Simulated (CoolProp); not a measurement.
Properties of propane along the isotherm 222.5 K.

The numbers come from the reference Helmholtz-energy equation of state, Lemmon 2009 in CoolProp.

```tsv
p (MPa)	phase	density (kg/m³)	viscosity (µPa s)	conductivity (mW/(m K))	fugacity coefficient
0.531	liquid	591.1	219	135	0.1277
1.06	liquid	591.7	220	135	0.06533
1.59	liquid	592.2	221	136	0.04449
2.13	liquid	592.8	222	136	0.03394
2.66	liquid	593.3	223	136	0.02776
3.19	liquid	593.8	224	137	0.02365
3.72	liquid	594.3	225	137	0.02072
4.25	liquid	594.9	226	137	0.01852
4.78	liquid	595.4	228	138	0.01682
5.31	liquid	595.9	229	138	0.01547
5.85	liquid	596.4	230	138	0.01435
6.38	liquid	596.9	231	139	0.01344
```

Viscosity comes from a separate model (Vogel 1998). Thermal conductivity comes from a separate model (Marsh 2002).
